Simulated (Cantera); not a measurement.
# Reactions in the system C-H-Ni-S

Source: NASA polynomial tables (part measured, part estimated), evaluated in Cantera. Values are per mole of reaction as written; species without (g) are pure solids or liquids, kept so even where they would boil at 1 bar.

4 NiS2 + C2H2(g) ⇌ 4 NiS + 2 H(g) + 2 CS2(g)

| T (K) | ΔH° (kJ) | ΔS° (J/K) | ΔG° (kJ) | log10 K | condensed phases |
|---|---|---|---|---|---|
| 650 | 616.8 | 430.5 | 337.0 | -27.08 | NiS2(s), NiS(s) |
| 750 | 642.2 | 469.3 | 290.2 | -20.21 | NiS2(s), NiS(s) |
| 850 | 642.0 | 469.1 | 243.2 | -14.95 | NiS2(s), NiS(s) |
| 950 | 642.1 | 469.3 | 196.3 | -10.79 | NiS2(s), NiS(s) |
| 1050 | 642.5 | 469.6 | 149.4 | -7.43 | NiS2(s), NiS(s) |
| 1150 | 643.1 | 470.2 | 102.4 | -4.65 | NiS2(s), NiS(s) |
| 1250 | 764.5 | 567.4 | 55.2 | -2.31 | NiS2(s), NiS(l) |
| 1350 | 504.3 | 364.1 | 12.8 | -0.49 | NiS2(l), NiS(l) |
| 1450 | 507.6 | 366.4 | -23.7 | 0.86 | NiS2(l), NiS(l) |
| 1550 | 510.8 | 368.5 | -60.5 | 2.04 | NiS2(l), NiS(l) |
